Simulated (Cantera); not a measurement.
A Cantera script and what it prints.

```python
import numpy as np
import cantera as ct

gas_names = """
    H HNO HNO2 HNO3 HO2 H2 H2O H2O2 N NH NH2 NH3 NH2OH NO NO2 NO3 N2 N2H2 N2H4 N2O O OH O2 O3 Si SiH
    SiH2 SiH3 SiH4 SiN SiO SiO2 Si2 Si2N Si3
""".split()
cond_names = """
    H2O(s) H2O(L) Si(cr) Si(L) SiO2(Lqz) SiO2(hqz) SiO2(L) Si2N2O(s) Si3N4(a)
""".split()


# ... load() reads the species with a 1 bar reference pressure and builds the phases ...
atoms = {
    'Si3N4': {'Si': 3, 'N': 4},
    'H2O': {'H': 2, 'O': 1},
    'H2': {'H': 2},
}
top_T = {'Si2N2O(s)': 2100, 'Si3N4(a)': 2400}  # K; cautious upper limits of use, not melting points


# ... equilibrate(T, P, feed) seeds the gas with the atoms and calls Mixture.equilibrate('TP', solver="gibbs", rtol=1e-10, max_steps=50000) ...
results = []
P = 133.322  # Pa
for T in [1050, 1100, 1150, 1200, 1250, 1300, 1350, 1400, 1450]:
    for m in [89, 100, 120, 140, 170, 200, 230, 270, 310, 370, 430]:
        feed = {'Si3N4': 1, 'H2O': 0.0014, 'H2': m}  # mol
        mix = equilibrate(T, P, feed)
        results.append((T, P, feed, dict(zip(mix.species_names, mix.species_moles))))

for T, P, feed, n in results:
    print(f"{T:7g} {feed['H2']:10.4g}  " + (" + ".join(c for c in cond_names if n.get(c, 0) > 1e-12) or "gas only"))
```

Result:

```
   1050         89  Si2N2O(s) + Si3N4(a)
   1050        100  Si2N2O(s) + Si3N4(a)
   1050        120  Si2N2O(s) + Si3N4(a)
   1050        140  Si2N2O(s) + Si3N4(a)
   1050        170  Si2N2O(s) + Si3N4(a)
   1050        200  Si2N2O(s) + Si3N4(a)
   1050        230  Si2N2O(s) + Si3N4(a)
   1050        270  Si2N2O(s) + Si3N4(a)
   1050        310  Si2N2O(s) + Si3N4(a)
   1050        370  Si2N2O(s) + Si3N4(a)
   1050        430  Si2N2O(s) + Si3N4(a)
   1100         89  Si2N2O(s) + Si3N4(a)
   1100        100  Si2N2O(s) + Si3N4(a)
   1100        120  Si2N2O(s) + Si3N4(a)
   1100        140  Si2N2O(s) + Si3N4(a)
   1100        170  Si2N2O(s) + Si3N4(a)
   1100        200  Si2N2O(s) + Si3N4(a)
   1100        230  Si2N2O(s) + Si3N4(a)
   1100        270  Si2N2O(s) + Si3N4(a)
   1100        310  Si2N2O(s) + Si3N4(a)
   1100        370  Si2N2O(s) + Si3N4(a)
   1100        430  Si2N2O(s) + Si3N4(a)
   1150         89  Si2N2O(s) + Si3N4(a)
   1150        100  Si2N2O(s) + Si3N4(a)
   1150        120  Si(cr) + Si2N2O(s) + Si3N4(a)
   1150        140  Si(cr) + Si2N2O(s) + Si3N4(a)
   1150        170  Si(cr) + Si2N2O(s) + Si3N4(a)
   1150        200  Si(cr) + Si2N2O(s) + Si3N4(a)
   1150        230  Si(cr) + Si2N2O(s) + Si3N4(a)
   1150        270  Si(cr) + Si2N2O(s) + Si3N4(a)
   1150        310  Si(cr) + Si2N2O(s) + Si3N4(a)
   1150        370  Si(cr) + Si2N2O(s) + Si3N4(a)
   1150        430  Si(cr) + Si2N2O(s) + Si3N4(a)
   1200         89  Si(cr) + Si2N2O(s) + Si3N4(a)
   1200        100  Si(cr) + Si2N2O(s) + Si3N4(a)
   1200        120  Si(cr) + Si2N2O(s) + Si3N4(a)
   1200        140  Si(cr) + Si2N2O(s) + Si3N4(a)
   1200        170  Si(cr) + Si2N2O(s) + Si3N4(a)
   1200        200  Si(cr) + Si2N2O(s) + Si3N4(a)
   1200        230  Si(cr) + Si2N2O(s) + Si3N4(a)
   1200        270  Si(cr) + Si2N2O(s) + Si3N4(a)
   1200        310  Si(cr) + Si2N2O(s) + Si3N4(a)
   1200        370  Si(cr) + Si2N2O(s) + Si3N4(a)
   1200        430  Si(cr) + Si2N2O(s) + Si3N4(a)
   1250         89  Si(cr) + Si2N2O(s) + Si3N4(a)
   1250        100  Si(cr) + Si2N2O(s) + Si3N4(a)
   1250        120  Si(cr) + Si2N2O(s) + Si3N4(a)
   1250        140  Si(cr) + Si2N2O(s) + Si3N4(a)
   1250        170  Si(cr) + Si2N2O(s) + Si3N4(a)
   1250        200  Si(cr) + Si2N2O(s) + Si3N4(a)
   1250        230  Si(cr) + Si2N2O(s) + Si3N4(a)
   1250        270  Si(cr) + Si2N2O(s) + Si3N4(a)
   1250        310  Si(cr) + Si2N2O(s) + Si3N4(a)
   1250        370  Si(cr) + Si2N2O(s) + Si3N4(a)
   1250        430  Si(cr) + Si2N2O(s) + Si3N4(a)
   1300         89  Si(cr) + Si2N2O(s) + Si3N4(a)
   1300        100  Si(cr) + Si2N2O(s) + Si3N4(a)
   1300        120  Si(cr) + Si2N2O(s) + Si3N4(a)
   1300        140  Si(cr) + Si2N2O(s) + Si3N4(a)
   1300        170  Si(cr) + Si2N2O(s) + Si3N4(a)
   1300        200  Si(cr) + Si2N2O(s) + Si3N4(a)
   1300        230  Si(cr) + Si2N2O(s) + Si3N4(a)
   1300        270  Si(cr) + Si2N2O(s) + Si3N4(a)
   1300        310  Si(cr) + Si2N2O(s) + Si3N4(a)
   1300        370  Si(cr) + Si2N2O(s) + Si3N4(a)
   1300        430  Si(cr) + Si2N2O(s) + Si3N4(a)
   1350         89  Si(cr) + Si2N2O(s) + Si3N4(a)
   1350        100  Si(cr) + Si2N2O(s) + Si3N4(a)
   1350        120  Si(cr) + Si2N2O(s) + Si3N4(a)
   1350        140  Si(cr) + Si3N4(a)
   1350        170  Si(cr) + Si3N4(a)
   1350        200  Si(cr) + Si3N4(a)
   1350        230  Si(cr) + Si3N4(a)
   1350        270  Si(cr) + Si3N4(a)
   1350        310  Si(cr) + Si3N4(a)
   1350        370  Si(cr) + Si3N4(a)
   1350        430  Si(cr) + Si3N4(a)
   1400         89  Si(cr) + Si3N4(a)
   1400        100  Si(cr) + Si3N4(a)
   1400        120  Si(cr) + Si3N4(a)
   1400        140  Si(cr) + Si3N4(a)
   1400        170  Si(cr) + Si3N4(a)
   1400        200  Si(cr) + Si3N4(a)
   1400        230  Si(cr) + Si3N4(a)
   1400        270  Si(cr) + Si3N4(a)
   1400        310  Si(cr) + Si3N4(a)
   1400        370  Si(cr) + Si3N4(a)
   1400        430  Si(cr) + Si3N4(a)
   1450         89  Si(cr) + Si3N4(a)
   1450        100  Si(cr) + Si3N4(a)
   1450        120  Si(cr) + Si3N4(a)
   1450        140  Si(cr) + Si3N4(a)
   1450        170  Si(cr)
   1450        200  Si(cr)
   1450        230  Si(cr)
   1450        270  Si(cr)
   1450        310  Si(cr)
   1450        370  Si(cr)
   1450        430  Si(cr)
```

These are equilibrium values from Cantera (NASA tables, ideal gas, pure condensed phases), not measurements of a reactor. Mutual solubility and eutectic melting of coexisting phases are not modelled.
